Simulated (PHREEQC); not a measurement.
Make-up at 25 °C: 0.0019 mol HF, 0.0046 mol KF and 5.8e-07 mol H4SiO4 per kg of water. Closed to the air; pH follows from the charge balance.

Computed with PHREEQC (ion-association model, phreeqc.dat).

Precipitation was switched off in this run.

Problem. Predict the pH.

Solution. pH 3.62.

Problem. In which forms is F present?

Solution. F- 74 %, HF 25 %, HF2- 0.9 % of the F.

SiF6-2 is the database's only silicon fluoride.
